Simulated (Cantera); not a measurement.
Input: 1 mol Si, 0.019 mol N2O, 8.4 mol N2, equilibrated at 0.00510 bar.

Equilibrium computed with Cantera from the NASA thermochemical tables; the gas is ideal and each condensed phase is pure. Candidate condensed phases: Si, SiO2, Si2N2O, Si3N4; 16 gas species. The tables' values for SiN are old estimates; treat these amounts as uncertain. The numbers say what is thermodynamically allowed, not how fast it happens. All values below are at 1652 °C.

Base state: N2 0.994, Si 0.00341, SiO 0.00224, Si2N 0.000108, SiN 7.62e-5, Si2 2.93e-5 (mole fractions); condensed: Si(l).

Problem. What changes in the equilibrium state with this change: N2O from 0.019 to 0.039 mol?

Solution. 
| species | before | after |
|---|---|---|
| N2 | 0.994 | 0.992 |
| SiO | 0.00224 | 0.00458 |
| Si | 0.00341 | 0.00341 |
| Si2N | 0.000108 | 0.000107 |
| SiN | 7.62e-5 | 7.61e-5 |
| Si2 | 2.93e-5 | 2.93e-5 |
| Si(l), mol | 0.949 | 0.929 |
